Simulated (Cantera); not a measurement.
Input (Python, Cantera) and output of one run.

```python
import numpy as np
import cantera as ct

gas_names = [...]  # 110 gases of nasa_gas.yaml made of C, H, O
cond_names = """
    C(gr) C6H6(L) C7H8(L) C8H18(L),n-octa H2O(s) H2O(L)
""".split()


# ... load() reads the species with a 1 bar reference pressure and builds the phases ...
atoms = {
    'CH4': {'C': 1, 'H': 4},
    'H2O': {'H': 2, 'O': 1},
    'H2': {'H': 2},
}
top_T = {'C(gr)': 4500}  # K; cautious upper limits of use, not melting points


# ... equilibrate(T, P, feed) seeds the gas with the atoms and calls Mixture.equilibrate('TP', solver="vcs", rtol=1e-11, max_steps=5000) ...
results = []
feed = {'CH4': 1, 'H2O': 0.48, 'H2': 2.5}  # mol
P = 12000  # Pa
for T in [1048, 1123, 1198, 1273, 1348, 1423, 1498, 1573, 1648, 1723, 1798, 1873, 1948, 2023]:
    mix = equilibrate(T, P, feed)
    results.append((T, P, feed, dict(zip(mix.species_names, mix.species_moles))))
    x = sorted(zip(gas.X, gas.species_names), reverse=True)
    print(f"T = {T:g} K  P = {P:g} Pa  gas = {mix.phase_moles(0):.4g} mol")
    print("   x: " + "  ".join(f"{s} {v:.3e}" for v, s in x if v > 0.001))
    print("   condensed (mol): " + ("  ".join(f"{mix.phase(i).name} {mix.phase_moles(i):.4g}"
          for i in range(1, mix.n_phases) if mix.phase_moles(i) > 1e-12) or "none"))
```

Result:

```
T = 1048 K  P = 12000 Pa  gas = 5.418 mol
   x: H2 9.059e-01  CO 8.643e-02  CH4 5.749e-03  H2O 1.757e-03
   condensed (mol): C(gr) 0.4994
T = 1123 K  P = 12000 Pa  gas = 5.44 mol
   x: H2 9.089e-01  CO 8.749e-02  CH4 2.910e-03
   condensed (mol): C(gr) 0.5079
T = 1198 K  P = 12000 Pa  gas = 5.45 mol
   x: H2 9.103e-01  CO 8.779e-02  CH4 1.595e-03
   condensed (mol): C(gr) 0.5128
T = 1273 K  P = 12000 Pa  gas = 5.454 mol
   x: H2 9.111e-01  CO 8.788e-02
   condensed (mol): C(gr) 0.5156
T = 1348 K  P = 12000 Pa  gas = 5.457 mol
   x: H2 9.114e-01  CO 8.791e-02
   condensed (mol): C(gr) 0.5171
T = 1423 K  P = 12000 Pa  gas = 5.458 mol
   x: H2 9.117e-01  CO 8.792e-02
   condensed (mol): C(gr) 0.5181
T = 1498 K  P = 12000 Pa  gas = 5.459 mol
   x: H2 9.118e-01  CO 8.792e-02
   condensed (mol): C(gr) 0.5186
T = 1573 K  P = 12000 Pa  gas = 5.459 mol
   x: H2 9.118e-01  CO 8.791e-02
   condensed (mol): C(gr) 0.5188
T = 1648 K  P = 12000 Pa  gas = 5.46 mol
   x: H2 9.117e-01  CO 8.791e-02
   condensed (mol): C(gr) 0.5189
T = 1723 K  P = 12000 Pa  gas = 5.461 mol
   x: H2 9.114e-01  CO 8.789e-02
   condensed (mol): C(gr) 0.5186
T = 1798 K  P = 12000 Pa  gas = 5.462 mol
   x: H2 9.109e-01  CO 8.787e-02
   condensed (mol): C(gr) 0.5179
T = 1873 K  P = 12000 Pa  gas = 5.465 mol
   x: H2 9.100e-01  CO 8.784e-02  H 1.777e-03
   condensed (mol): C(gr) 0.5166
T = 1948 K  P = 12000 Pa  gas = 5.468 mol
   x: H2 9.086e-01  CO 8.778e-02  H 3.109e-03
   condensed (mol): C(gr) 0.5144
T = 2023 K  P = 12000 Pa  gas = 5.474 mol
   x: H2 9.062e-01  CO 8.769e-02  H 5.219e-03
   condensed (mol): C(gr) 0.5109
```

Equilibrium computed with Cantera from the NASA thermochemical tables; the gas is ideal and each condensed phase is pure.
